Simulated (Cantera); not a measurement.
A Cantera script and what it prints.

```python
import numpy as np
import cantera as ct

gas_names = [...]  # 109 gases of nasa_gas.yaml made of C, Cl, H, Si
cond_names = """
    C(gr) C6H6(L) C7H8(L) C8H18(L),n-octa Si(cr) Si(L) SiC(b)
""".split()


# ... load() reads the species with a 1 bar reference pressure and builds the phases ...
atoms = {
    'SiH2Cl2': {'Si': 1, 'H': 2, 'CL': 2},
    'C3H8': {'C': 3, 'H': 8},
    'H2': {'H': 2},
}
top_T = {'C(gr)': 4500, 'SiC(b)': 3050}  # K; cautious upper limits of use, not melting points


# ... equilibrate(T, P, feed) seeds the gas with the atoms and calls Mixture.equilibrate('TP', solver="vcs", rtol=1e-11, max_steps=5000) ...
results = []
feed = {'SiH2Cl2': 1, 'C3H8': 0.17, 'H2': 44}  # mol
T = 2125  # K
P = 12000  # Pa
mix = equilibrate(T, P, feed)
results.append((T, P, feed, dict(zip(mix.species_names, mix.species_moles))))
x = sorted(zip(gas.X, gas.species_names), reverse=True)
print(f"T = {T:g} K  P = {P:g} Pa  gas = {mix.phase_moles(0):.4g} mol")
print("   x: " + "  ".join(f"{s} {v:.3e}" for v, s in x if v > 0.001))
print("   condensed (mol): " + ("  ".join(f"{mix.phase(i).name} {mix.phase_moles(i):.4g}"
      for i in range(1, mix.n_phases) if mix.phase_moles(i) > 1e-12) or "none"))
```

Output:

```
T = 2125 K  P = 12000 Pa  gas = 47.01 mol
   x: H2 9.481e-01  HCL 3.617e-02  H 1.021e-02  SiCL2 2.876e-03  Si 1.447e-03
   condensed (mol): Si(L) 0.2465  SiC(b) 0.5056
```

Cantera equilibrium calculation (NASA polynomials, part measured and part estimated; ideal gas, pure solids and liquids). Mutual solubility and eutectic melting of coexisting phases are not modelled. The tables' values for SiCl are old estimates; treat these amounts as uncertain. Gases not in the tables: Si2H6 and higher silanes.
